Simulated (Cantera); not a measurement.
A Cantera script and what it prints.

```python
import numpy as np
import cantera as ct

gas_names = """
    CL2 O3 PbCL2 CL F
""".split()
cond_names = """
    PbO(rd) PbO(yw) PbO(L) PbF2(a) PbF2(b) PbF2(L) PbCL2(s) PbCL2(L)
""".split()


def load(file, names, dense=False):
    # The tables refer to 1 bar. Condensed volumes are neglected.
    table = {s.name: s for s in ct.Species.list_from_file(file)}
    out = []
    for n in names:
        d = dict(table[n].input_data)
        d["thermo"] = dict(d["thermo"], **{"reference-pressure": 1e5})
        if dense:
            d["equation-of-state"] = {"model": "constant-volume", "density": "1e6 g/cm^3"}
        out.append(ct.Species.from_dict(d))
    return out


species = {s.name: s for s in load("nasa_gas.yaml", gas_names) + load("nasa_condensed.yaml", cond_names)}
# Each term lists the table entries of one substance; the one whose range holds T is used.
reactions = {
    '3 PbO + 3 Cl2(g) = O3(g) + 3 PbCl2(g)':
        [(-3, ['PbO(rd)', 'PbO(yw)', 'PbO(L)']), (-3, ['CL2']), (1, ['O3']), (3, ['PbCL2'])],
    '2 Cl(g) + PbF2 = 2 F(g) + PbCl2':
        [(-2, ['CL']), (-1, ['PbF2(a)', 'PbF2(b)', 'PbF2(L)']), (2, ['F']), (1, ['PbCL2(s)', 'PbCL2(L)'])],
}


def pick(names, T):
    return next(species[n] for n in names if species[n].thermo.min_temp <= T <= species[n].thermo.max_temp)


results = []
for label, terms in reactions.items():
    print(label)
    print("     T/K   dH/kJ  dS/(J/K)   dG/kJ   log10 K")
    for T in [1073, 1098, 1123, 1148, 1173, 1198, 1223, 1248, 1273, 1298, 1323]:
        used = [(nu, pick(names, T)) for nu, names in terms]
        dH = sum(nu * s.thermo.h(T) for nu, s in used) / 1e6
        dS = sum(nu * s.thermo.s(T) for nu, s in used) / 1e3
        dG = dH - T * dS / 1e3
        logK = -dG * 1e6 / (ct.gas_constant * T * np.log(10))
        results.append((label, T, dH, dS, dG, logK, [s.name for _, s in used]))
        print(f"{T:8g} {dH:8.1f} {dS:8.1f} {dG:8.1f} {logK:8.2f}")
```

It prints:

```
3 PbO + 3 Cl2(g) = O3(g) + 3 PbCl2(g)
     T/K   dH/kJ  dS/(J/K)   dG/kJ   log10 K
    1073    238.0    259.0    -40.0     1.95
    1098    236.5    257.7    -46.4     2.21
    1123    235.0    256.3    -52.9     2.46
    1148    233.4    255.0    -59.3     2.70
    1173    155.1    187.4    -64.7     2.88
    1198    153.2    185.7    -69.4     3.02
    1223    151.2    184.1    -74.0     3.16
    1248    149.3    182.6    -78.6     3.29
    1273    147.3    181.0    -83.1     3.41
    1298    145.4    179.5    -87.6     3.53
    1323    143.5    178.1    -92.1     3.64
2 Cl(g) + PbF2 = 2 F(g) + PbCl2
     T/K   dH/kJ  dS/(J/K)   dG/kJ   log10 K
    1073    252.4     32.3    217.7   -10.60
    1098    253.0     32.9    216.9   -10.32
    1123    238.4     19.6    216.3   -10.06
    1148    238.4     19.7    215.8    -9.82
    1173    238.4     19.7    215.4    -9.59
    1198    238.4     19.7    214.9    -9.37
    1223    238.5     19.7    214.4    -9.16
    1248    238.5     19.7    213.9    -8.95
    1273    238.5     19.7    213.4    -8.76
    1298    238.5     19.7    212.9    -8.57
    1323    238.5     19.8    212.4    -8.39
```

Source: NASA polynomial tables (part measured, part estimated), evaluated in Cantera. Condensed species are held in their standard states even where they would react or evaporate.
